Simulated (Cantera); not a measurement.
A closed system holds: 1 mol Fe(CO)₅, 0.38 mol N₂, held at 1300 Pa.

These are equilibrium values from Cantera (NASA tables, ideal gas, pure condensed phases), not measurements of a reactor. Candidate condensed phases: C, Fe, Fe(CO)₅, FeO, Fe₂O₃, Fe₃O₄; 27 gas species. Condensed phases not in the tables: cementite and carbon dissolved in iron. Kinetics and transport are ignored.

### Question
At 927 °C, list the 3 most abundant gas species with their mole fractions, and the condensed phases.

### Answer
CO 0.929, N₂ 0.0706, CO₂ 0.000212. Condensed: C(graphite) + Fe(γ).
